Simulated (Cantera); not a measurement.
A Cantera script and its output.

```python
import numpy as np
import cantera as ct

gas = ct.Solution("gri30.yaml")
gas.TPX = 575, 11000, {'CO': 1, 'H2': 0.18, 'O2': 0.59, 'N2': 1.65, 'H2O': 0.9}
flame = ct.FreeFlame(gas, width=0.19)
flame.set_refine_criteria(ratio=3, slope=0.08, curve=0.16)
flame.transport_model = "mixture-averaged"
flame.solve(loglevel=0, auto=True)
flame.transport_model = "multicomponent"
flame.soret_enabled = False
flame.solve(loglevel=0, refine_grid=True)
z, T = flame.grid, flame.T
thick = (T[-1] - T[0]) / np.gradient(T, z).max()
show = ['CO', 'H2', 'O2', 'NO', 'O', 'HO2']
print(f"laminar burning velocity  {flame.velocity[0] * 100:.3f} cm/s")
print(f"burnt temperature         {T[-1]:.1f} K")
print(f"thermal thickness         {thick * 1e3:.4f} mm")
print(f"grid points               {len(z)}")
z0 = z[flame.heat_release_rate.argmax()]
print(f"{'z/mm':>9s}{'T/K':>9s}{'u/(m/s)':>9s}" + "".join(f"{s:>11s}" for s in show))
rows = []
for k in (-3, -2, -1.5, -1, -0.5, -0.25, 0, 0.25, 0.5, 1, 2, 4, 8):
    zz = z0 + k * thick
    rows.append([k * thick, np.interp(zz, z, T), np.interp(zz, z, flame.velocity),
                 *(np.interp(zz, z, flame.X[gas.species_index(s)]) for s in show)])
    print(f"{rows[-1][0] * 1e3:9.3f}{rows[-1][1]:9.1f}{rows[-1][2]:9.3f}" + "".join(f"{x:11.3e}" for x in rows[-1][3:]))
```

It prints:

```
laminar burning velocity  232.838 cm/s
burnt temperature         2239.5 K
thermal thickness         9.0549 mm
grid points               170
     z/mm      T/K  u/(m/s)         CO         H2         O2         NO          O        HO2
  -27.165    575.0    2.328  2.315e-01  4.167e-02  1.366e-01 -1.688e-16  2.667e-16  8.719e-14
  -18.110    575.0    2.328  2.315e-01  4.167e-02  1.366e-01 -1.597e-16  3.050e-14  2.907e-12
  -13.582    575.0    2.328  2.315e-01  4.167e-02  1.366e-01 -1.456e-16  2.824e-12  2.199e-10
   -9.055    575.0    2.328  2.315e-01  4.165e-02  1.366e-01 -3.351e-16  4.722e-10  3.713e-08
   -4.527    578.1    2.339  2.315e-01  4.093e-02  1.365e-01  1.751e-12  1.699e-06  5.954e-05
   -2.264    707.4    2.849  2.259e-01  3.571e-02  1.320e-01  1.661e-09  1.508e-04  6.877e-05
    0.000   1097.4    4.381  1.882e-01  1.970e-02  1.023e-01  1.738e-07  5.609e-03  2.031e-05
    2.264   1396.3    5.429  1.126e-01  1.950e-02  6.410e-02  1.171e-06  1.147e-02  7.537e-06
    4.527   1541.0    5.873  7.508e-02  2.390e-02  4.996e-02  2.498e-06  1.174e-02  4.677e-06
    9.055   1671.8    6.295  6.522e-02  2.391e-02  4.393e-02  4.612e-06  1.033e-02  3.383e-06
   18.110   1801.1    6.718  6.423e-02  2.106e-02  4.010e-02  7.422e-06  8.099e-03  2.483e-06
   36.220   1927.9    7.119  6.026e-02  1.760e-02  3.549e-02  1.195e-05  5.844e-03  1.721e-06
   72.440   2043.8    7.475  5.385e-02  1.419e-02  3.046e-02  2.281e-05  3.957e-03  1.227e-06
```

Detailed kinetics in Cantera: GRI-Mech 3.0 (53 species, 325 reactions). Burning velocities carry a grid error of a few per cent, more on coarse grids.
